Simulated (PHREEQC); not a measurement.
1 kg of water meets 20 L of dry gas (H2 0.23, N2 0.77 by moles) at fixed total pressure, at 40 °C; fugacities by Peng-Robinson. The gases take part in no redox reaction, some water evaporates into the gas, and hydrates or a liquid gas phase aren't modelled. Nothing may precipitate in this run.

The numbers come from PHREEQC with the ion-association model, phreeqc.dat.

```
P (atm)  dissolved H2 (mol/kgw)  φ of H2  p of H2 (atm)  dissolved N2 (mol/kgw)  φ of N2  p of N2 (atm)
-------  ----------------------  -------  -------------  ----------------------  -------  -------------
2                      0.000330    1.001          0.443                0.000830    0.999           1.48
5                      0.000842    1.002           1.13                 0.00211    0.999           3.79
20                      0.00337    1.008           4.58                 0.00836    0.995           15.3
30                      0.00503    1.013           6.88                  0.0124    0.992           23.0
40                      0.00666    1.017           9.18                  0.0163    0.991           30.7
75                       0.0122    1.032           17.2                  0.0293    0.986           57.7
100                      0.0160    1.044           23.0                  0.0379    0.985           76.9
150                      0.0232    1.067           34.5                  0.0538    0.987            115
300                      0.0422    1.143           68.9                  0.0941    1.023            231
400                      0.0528    1.198           91.9                   0.117    1.066            308
```

Species that the database lacks are ignored. Constants without temperature data keep their 25 °C values here.
